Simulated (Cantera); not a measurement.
Charge: 1 mol Fe3O4, a varied amount of H2, 4.2 mol N2, equilibrated at 925 °C and 0.0800 bar.

Method: chemical equilibrium by Gibbs-energy minimisation in Cantera with the NASA 1993 tables (ideal gas, pure condensed phases). Candidate condensed phases: Fe, FeO, Fe(OH)2, Fe(OH)3, Fe2O3, Fe3O4, H2O; 27 gas species. Mutual solubility and eutectic melting of coexisting phases are not modelled. The tables' stoichiometric FeO is somewhat more stable than real wüstite, so its field is too wide. FeO: taken at fixed stoichiometry. Rates play no part.

x: gas mole fraction; n: condensed amount in mol.

| n(H2) (mol) | x H2 | x N2 | x H2O | x NH3 | x H | x Fe(OH)2 | n FeO(s) | n Fe(γ) |
|---|---|---|---|---|---|---|---|---|
| 1.4 | 0.0714 | 0.750 | 0.179 | 2.55e-7 | 1.80e-7 | 7.32e-8 | 3.00 | 0 |
| 2.5 | 0.224 | 0.627 | 0.149 | 1.29e-6 | 3.18e-7 | 6.11e-8 | 3.00 | 0 |
| 4.6 | 0.409 | 0.477 | 0.114 | 2.79e-6 | 4.30e-7 | 4.66e-8 | 3.00 | 0 |
| 8.4 | 0.522 | 0.333 | 0.144 | 3.37e-6 | 4.86e-7 | 5.91e-8 | 2.18 | 0.817 |
| 15 | 0.612 | 0.219 | 0.169 | 3.46e-6 | 5.26e-7 | 6.92e-8 | 0.755 | 2.24 |
| 28 | 0.745 | 0.130 | 0.124 | 3.59e-6 | 5.80e-7 | 3.07e-8 | 0 | 3.00 |
| 51 | 0.851 | 0.0761 | 0.0725 | 3.34e-6 | 6.20e-7 | 9.15e-9 | 0 | 3.00 |
| 93 | 0.916 | 0.0432 | 0.0412 | 2.81e-6 | 6.43e-7 | 2.74e-9 | 0 | 3.00 |
| 170 | 0.953 | (withheld) | (withheld) | (withheld) | 6.56e-7 | (withheld) | 0 | 3.00 |
| 310 | 0.974 | 0.0134 | 0.0127 | 1.72e-6 | 6.63e-7 | 2.47e-10 | 0 | 3.00 |
| 570 | 0.986 | (withheld) | (withheld) | (withheld) | 6.67e-7 | (withheld) | 0 | 3.00 |
| 1000 | 0.992 | 0.00418 | 0.00398 | 9.86e-7 | 6.69e-7 | 2.37e-11 | 0 | 3.00 |
| 1900 | 0.996 | 0.00221 | 0.00210 | 7.20e-7 | 6.71e-7 | 6.58e-12 | 0 | 3.00 |

Q: Complete the blanks.

A: 
- 570, x N2: 0.00731
- 570, x H2O: 0.00697
- 570, x NH3: 1.29e-6
- 570, x Fe(OH)2: 7.31e-11
- 170, x N2: 0.0241
- 170, x H2O: 0.0230
- 170, x NH3: 2.23e-6
- 170, x Fe(OH)2: 8.21e-10
